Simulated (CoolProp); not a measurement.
Vapour-liquid equilibrium of R134a (1) + R142b (2) at 0.0955 MPa; x and y are mole fractions of (1).

Values from CoolProp's multi-fluid Helmholtz-energy mixture model, Tillner-Roth 1994 and Lemmon 2006; pair parameters Bell 2016.

**Question.** Give the bubble temperature and the first vapour's composition at x = 0.575, 0.725, 0.875. Is there an azeotrope?

**Answer.** x = 0.575: -23.1 °C, y = 0.730; x = 0.725: -24.9 °C, y = 0.829; x = 0.875: -26.3 °C, y = 0.921. No azeotrope shows between x = 0.05 and 0.95.

The pair parameters rest on a limited set of measurements; away from them the model extrapolates.
